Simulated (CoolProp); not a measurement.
Values from CoolProp's reference Helmholtz-energy equation of state, Eisenbach 2021.

Problem. For propylene glycol, give the phase and the cp (kJ/(kg K)), cv (kJ/(kg K)), speed of sound (m/s), Joule-Thomson coefficient (K/MPa) at 346.85 °C and 72.9 MPa.

Solution. 
- 346.85 °C and 72.9 MPa: liquid; cp 3.83, cv 3.19, speed of sound 1020, Joule-Thomson coefficient -0.102
